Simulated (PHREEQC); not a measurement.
Consider water at 25 °C with 1.2 mmol/kgw HF, 0.72 mmol/kgw NH4F and 6.1 mmol/kgw H3PO4. Closed to the air; pH follows from the charge balance.

The numbers come from PHREEQC with the ion-association model, phreeqc.dat.

Precipitation was switched off in this run.

Q: What pH, ionic strength does the model give?

A: pH 2.46; ionic strength 0.00445 mol/kgw.

Q: In which forms is F present?

A: HF 83 %, F- 17 % of the F.

Complexes and solids missing from the database can't appear.
